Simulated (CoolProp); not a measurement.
Toluene at 429.36 K and 0.18 MPa flows at 2.2 m/s in a round tube of 20 mm bore and 45 µm roughness, fully developed (64/Re and Nu = 3.66 if laminar; Colebrook and Gnielinski if turbulent). Each further row changes one setting.

Computed with CoolProp (reference Helmholtz-energy equation of state, Lemmon 2006). It is a short technical equation, of lower accuracy than the large ones.

```json
[
 {"case": "as stated", "Reynolds number": "21900", "Darcy friction factor": "0.0298", "pressure drop (Pa/m)": "17.6", "heat-transfer coefficient (W/(m² K))": "74.1", "mass flow (kg/h)": "12.2"},
 {"case": "velocity 4.4 m/s", "Reynolds number": "43700", "Darcy friction factor": "0.0274", "pressure drop (Pa/m)": "64.8", "heat-transfer coefficient (W/(m² K))": "139", "mass flow (kg/h)": "24.3"},
 {"case": "diameter 40 mm", "Reynolds number": "43700", "Darcy friction factor": "0.0248", "pressure drop (Pa/m)": "7.33", "heat-transfer coefficient (W/(m² K))": "62.2", "mass flow (kg/h)": "48.6"}
]
```

Viscosity comes from a separate model (Avgeri 2015). Thermal conductivity comes from a separate model (Assael 2012).
